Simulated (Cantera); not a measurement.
What does this Cantera script print?

```python
import numpy as np
import cantera as ct

gas_names = [...]  # 118 gases of nasa_gas.yaml made of C, Cl, F, H
cond_names = """
    C(gr) C6H6(L) C7H8(L) C8H18(L),n-octa
""".split()


# ... load() reads the species with a 1 bar reference pressure and builds the phases ...
atoms = {
    'CH2F2': {'C': 1, 'H': 2, 'F': 2},
    'F2': {'F': 2},
    'HCl': {'H': 1, 'CL': 1},
}
top_T = {'C(gr)': 4500}  # K; cautious upper limits of use, not melting points


# ... equilibrate(T, P, feed) seeds the gas with the atoms and calls Mixture.equilibrate('TP', solver="vcs", rtol=1e-11, max_steps=5000) ...
results = []
feed = {'CH2F2': 1, 'F2': 1.7, 'HCl': 0.05}  # mol
P = 4800  # Pa
for T in [1273, 1323, 1373, 1423, 1473, 1523, 1573, 1623, 1673, 1723]:
    mix = equilibrate(T, P, feed)
    results.append((T, P, feed, dict(zip(mix.species_names, mix.species_moles))))

top = {s: max(r[3][s] / sum(r[3][g] for g in gas_names) for r in results) for s in gas_names}
cols = sorted((s for s in top if top[s] > 1e-05), key=lambda s: -top[s])[:8]
seen = [c for c in cond_names if any(r[3].get(c, 0) > 1e-12 for r in results)]
print("log10 of partial pressures in bar; condensed amounts in mol")
print(f"{'T/K':>10s}" + "".join(f"{s[:9]:>10s}" for s in cols + seen))
for T, P, feed, n in results:
    ng = sum(n[g] for g in gas_names)
    print(f"{T:10.4g}" + "".join(f"{np.log10(max(n[s] / ng * P / 1e5, 1e-99)):10.3f}" for s in cols)
          + "".join(f"{n.get(c, 0):10.4g}" for c in seen))
```

It prints:

```
log10 of partial pressures in bar; condensed amounts in mol
       T/K        HF       CF4       HCL        CL       CF2     CCLF3       CL2         F     C(gr)
      1273    -1.479    -1.853    -3.129    -4.455    -7.036    -4.647    -4.883    -8.133    0.1509
      1323    -1.479    -1.854    -3.152    -4.203    -6.601    -4.599    -4.768    -7.643    0.1515
      1373    -1.479    -1.855    -3.185    -3.981    -6.198    -4.565    -4.684    -7.188    0.1522
      1423    -1.478    -1.855    -3.231    -3.789    -5.824    -4.550    -4.637    -6.765    0.1531
      1473    -1.478    -1.857    -3.290    -3.627    -5.476    -4.552    -4.627    -6.371    0.1542
      1523    -1.477    -1.858    -3.364    -3.495    -5.151    -4.574    -4.656    -6.003    0.1553
      1573    -1.477    -1.859    -3.453    -3.391    -4.848    -4.613    -4.722    -5.658    0.1563
      1623    -1.477    -1.861    -3.554    -3.310    -4.564    -4.668    -4.819    -5.335    0.1571
      1673    -1.476    -1.862    -3.665    -3.251    -4.297    -4.736    -4.943    -5.030    0.1574
      1723    -1.476    -1.864    -3.782    -3.207    -4.046    -4.813    -5.085    -4.744    0.1571
```

Method: chemical equilibrium by Gibbs-energy minimisation in Cantera with the NASA 1993 tables (ideal gas, pure condensed phases). Gases not in the tables: C2F6 and larger saturated fluorocarbons.
